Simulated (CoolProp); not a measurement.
The fluid at 298.15 K and 0.174 MPa flows at 0.32 m/s in a round tube of 4.6 mm bore and 45 µm roughness, fully developed (64/Re and Nu = 3.66 if laminar; Colebrook and Gnielinski if turbulent). The same conditions are run with several fluids, on thermodynamics alone (safety and materials aside).

The numbers come from the reference Helmholtz-energy equation of state of each fluid (R124: de Vries 1995; CF4 (R14): Platzer 1990; methane: Setzmann 1991; nitrogen: Span 2000; c-C4F8 (RC318): Platzer 1990) in CoolProp. The equations of Platzer and Polt are older, rougher fits.

```json
[
 {"fluid": "R124", "Reynolds number": "1150", "Darcy friction factor": "0.0559", "pressure drop (Pa/m)": "6.24", "heat-transfer coefficient (W/(m² K))": "10.5", "mass flow (kg/h)": "0.192"},
 {"fluid": "CF4 (R14)", "Reynolds number": "530", "Darcy friction factor": "0.121", "pressure drop (Pa/m)": "8.36", "heat-transfer coefficient (W/(m² K))": "12.8", "mass flow (kg/h)": "0.119"},
 {"fluid": "methane", "Reynolds number": "148", "Darcy friction factor": "0.431", "pressure drop (Pa/m)": "5.42", "heat-transfer coefficient (W/(m² K))": "27.2", "mass flow (kg/h)": "0.0216"},
 {"fluid": "nitrogen", "Reynolds number": "163", "Darcy friction factor": "0.394", "pressure drop (Pa/m)": "8.62", "heat-transfer coefficient (W/(m² K))": "20.6", "mass flow (kg/h)": "0.0377"},
 {"fluid": "c-C4F8 (RC318)", "Reynolds number": "1970", "Darcy friction factor": "0.0324", "pressure drop (Pa/m)": "5.35", "heat-transfer coefficient (W/(m² K))": "9.58", "mass flow (kg/h)": "0.284"}
]
```

Transport values come from each fluid's own correlations; those of R124, CF4 (R14), c-C4F8 (RC318) are estimates that may be off by 10 % or more.
